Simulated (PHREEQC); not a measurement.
Make-up at 25 °C: 2.2 mmol/kgw ZnSO4, 0.079 mmol/kgw H3BO3 and 0.0047 mmol/kgw FeSO4. Closed to the air; pH follows from the charge balance.

Model: ion-association model, phreeqc.dat, run in PHREEQC.

```json
{
 "pH": "5.94",
 "ionic_strength": "0.00727 mol/kgw",
 "specific_conductance": "430 µS/cm"
}
```

```tsv
species	molality	activity	log γ
Zn+2	0.00181	0.00128	-0.153
SO4-2	0.00181	0.00127	-0.153
ZnSO4	0.000380	0.000381	0.001
H3BO3	7.90e-5	7.91e-5	0.001
Zn(SO4)2-2	5.65e-6	3.95e-6	-0.156
Fe+2	4.05e-6	2.87e-6	-0.149
ZnOH+	1.33e-6	1.21e-6	-0.039
H+	1.25e-6	1.15e-6	-0.035
FeSO4	6.50e-7	6.51e-7	0.001
HSO4-	1.56e-7	1.43e-7	-0.039
H2BO3-	4.32e-8	3.95e-8	-0.039
Zn(OH)2	1.21e-8	1.21e-8	0.001
OH-	9.62e-9	8.78e-9	-0.040
```

This is a speciation only: nothing precipitates in the calculation.
